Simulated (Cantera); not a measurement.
**Transport properties of process gases**

Gas mixture: O2 = 0.16 (molar parts), at 51000 Pa, frozen composition.

Cantera's kinetic-theory transport with the Lennard-Jones parameters of GRI-Mech 3.0, ideal gas; thermal conductivity in the mixture-averaged form.

```json
[
 {"T (K)": "400", "ρ (kg/m³)": "0.491", "cp (J/kg/K)": "941.4", "μ (µPa s)": "25.6", "λ (mW/m/K)": "33.9", "Pr": "0.713", "D (cm²/s) NO": "0.674", "D (cm²/s) NH3": "0.766", "D (cm²/s) OH": "1.06"},
 {"T (K)": "600", "ρ (kg/m³)": "0.327", "cp (J/kg/K)": "1003", "μ (µPa s)": "34.1", "λ (mW/m/K)": "48.2", "Pr": "0.709", "D (cm²/s) NO": "1.35", "D (cm²/s) NH3": "1.61", "D (cm²/s) OH": "2.11"},
 {"T (K)": "800", "ρ (kg/m³)": "0.245", "cp (J/kg/K)": "1055", "μ (µPa s)": "41.4", "λ (mW/m/K)": "61.4", "Pr": "0.710", "D (cm²/s) NO": "2.19", "D (cm²/s) NH3": "2.69", "D (cm²/s) OH": "3.42"},
 {"T (K)": "1000", "ρ (kg/m³)": "0.196", "cp (J/kg/K)": "1090", "μ (µPa s)": "47.9", "λ (mW/m/K)": "73.6", "Pr": "0.710", "D (cm²/s) NO": "3.18", "D (cm²/s) NH3": "3.97", "D (cm²/s) OH": "4.96"},
 {"T (K)": "1200", "ρ (kg/m³)": "0.164", "cp (J/kg/K)": "1114", "μ (µPa s)": "54.0", "λ (mW/m/K)": "84.9", "Pr": "0.708", "D (cm²/s) NO": "4.31", "D (cm²/s) NH3": "5.42", "D (cm²/s) OH": "6.72"},
 {"T (K)": "1400", "ρ (kg/m³)": "0.140", "cp (J/kg/K)": "1134", "μ (µPa s)": "59.7", "λ (mW/m/K)": "95.7", "Pr": "0.707", "D (cm²/s) NO": "5.56", "D (cm²/s) NH3": "7.05", "D (cm²/s) OH": "8.68"},
 {"T (K)": "1600", "ρ (kg/m³)": "0.123", "cp (J/kg/K)": "1151", "μ (µPa s)": "65.1", "λ (mW/m/K)": "106", "Pr": "0.707", "D (cm²/s) NO": "6.95", "D (cm²/s) NH3": "8.83", "D (cm²/s) OH": "10.8"}
]
```
D: mixture-averaged diffusion coefficient of that species in the mixture.
